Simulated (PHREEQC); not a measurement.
Make-up at 25 °C: 1.4 mmol/kgw H2SeO3 and 150 mmol/kgw FeCl3. It is in equilibrium with CO2 at log p = -1 (atm). Otherwise closed; pH follows from the charge balance.

The numbers come from PHREEQC with the ion-association model, wateq4f.dat.

pH: 1.85
ionic strength: 0.542 mol/kgw
activity of water: 0.992
total alkalinity: -303 meq/kg

```
species     molality  activity   log γ
----------  --------  --------  ------
Cl-            0.327     0.208  -0.195
FeCl+2        0.0800    0.0167  -0.680
Fe+3          0.0307   0.00265  -1.064
FeCl2+        0.0212    0.0156  -0.133
H+            0.0186    0.0141  -0.118
FeOH+2       0.00575   0.00120  -0.680
Fe2(OH)2+4   0.00528   3.89e-5  -2.134
```

Precipitation was switched off in this run. Saturation is exceeded, for instance for Hematite (slow to form), Goethite (slow to form); the values hold only as long as no solid forms.
